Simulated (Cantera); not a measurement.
Cantera run, input and output.

```python
import numpy as np
import cantera as ct

gas = ct.Solution("gri30.yaml")
gas.TPX = 1300, 2800, {'N2O': 1, 'N2': 0.14}
reactor = ct.IdealGasConstPressureReactor(gas, energy="off", clone=False)
net = ct.ReactorNet([reactor])
net.rtol, net.atol = 1e-08, 1e-18
show = ['N2O', 'NO', 'O', 'NO2', 'N2', 'O2']
times = np.geomspace(3e-06, 300, 10)

steps = ct.SolutionArray(gas, extra=["t"])
rows = []
print(f"{'t/s':>10s}{'T/K':>9s}{'P/Pa':>11s}" + "".join(f"{s:>11s}" for s in show))
for t in times:
    while net.time < t:
        t_next = net.step()
        steps.append(gas.state, t=t_next)
    rows.append([np.interp(t, steps.t, y) for y in (steps.T, steps.P, *steps(*show).X.T)])
    print(f"{t:10.3e}{rows[-1][0]:9.1f}{rows[-1][1]:11.4g}" + "".join(f"{x:11.3e}" for x in rows[-1][2:]))
rate = np.gradient(steps.T, steps.t)
print("integrator steps:", len(steps.t))
if steps.T.max() > steps.T[0] + 200:
    print(f"time of steepest temperature rise: {steps.t[rate.argmax()]:.4e} s")
gas.TPX = 1300, 2800, {'N2O': 1, 'N2': 0.14}
gas.equilibrate("TP")
print(f"equilibrium (TP): T = {gas.T:.1f} K  " + "  ".join(f"{s} {gas[s].X[0]:.3e}" for s in show))
```

It prints:

```
       t/s      T/K       P/Pa        N2O         NO          O        NO2         N2         O2
 3.000e-06   1300.0       2800  8.772e-01  3.290e-10  1.293e-07  9.345e-21  1.228e-01  9.428e-10
 2.323e-05   1300.0       2800  8.772e-01  1.902e-08  9.454e-07  3.127e-17  1.228e-01  5.451e-08
 1.798e-04   1300.0       2800  8.772e-01  8.688e-07  4.891e-06  6.468e-14  1.228e-01  2.490e-06
 1.392e-03   1300.0       2800  8.770e-01  1.571e-05  7.633e-06  2.105e-11  1.229e-01  4.502e-05
 1.078e-02   1300.0       2800  8.759e-01  1.368e-04  7.636e-06  1.558e-09  1.236e-01  3.920e-04
 8.348e-02   1300.0       2800  8.668e-01  1.067e-03  7.636e-06  7.898e-08  1.290e-01  3.058e-03
 6.463e-01   1300.0       2800  8.010e-01  7.863e-03  7.630e-06  1.743e-06  1.686e-01  2.254e-02
 5.004e+00   1300.0       2800  4.566e-01  4.335e-02  7.574e-06  1.387e-05  3.755e-01  1.245e-01
 3.875e+01   1300.0       2800  1.603e-02  8.742e-02  5.183e-06  4.028e-05  6.409e-01  2.556e-01
 3.000e+02   1300.0       2800  1.923e-06  8.799e-02  5.454e-07  1.769e-04  6.511e-01  2.607e-01
integrator steps: 1406
equilibrium (TP): T = 1300.0 K  N2O 4.690e-09  NO 4.501e-04  O 5.873e-07  NO2 9.808e-07  N2 6.949e-01  O2 3.047e-01
```

Computed with Cantera and GRI-Mech 3.0 (53 species, 325 reactions). GRI-Mech 3.0 was tuned for natural gas; its chemistry of N2O as a main component is partial and can be far from experiment. Radical loss at walls, strong at low pressure, is not modelled. The mechanism lacks the step 2 NO + O2 → 2 NO2, which can matter for NO2 below about 1400 K. The temperature is held fixed by assumption; the heat of reaction is taken as removed at once.
